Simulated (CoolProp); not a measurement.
Vapour-liquid equilibrium of propane (1) + neopentane (2) at 387 kPa; x and y are mole fractions of (1).

The numbers come from the multi-fluid Helmholtz-energy mixture model, Lemmon 2009 and Lemmon 2006; pair parameters Bell 2016 in CoolProp.

```csv
x,"bubble temperature, mixture model (K)","bubble temperature, Raoult's law (K)","y, mixture model","y, Raoult's law"
0.05,323.0,319.7,0.120,0.205
0.15,316.8,308.7,0.323,0.479
0.25,310.7,300.1,0.492,0.646
0.35,304.5,293.1,0.636,0.756
0.45,298.0,287.3,0.754,0.830
0.55,291.4,282.3,0.847,0.884
0.65,284.8,278.0,0.914,0.923
0.75,278.5,274.3,0.958,0.952
0.85,273.0,271.0,0.983,0.975
0.95,268.4,268.0,0.996,0.993
```

The largest gap from Raoult's law is +11.4 K in bubble temperature, at x = 0.35. No azeotrope shows between x = 0.05 and 0.95.

The pair parameters rest on a limited set of measurements; away from them the model extrapolates.
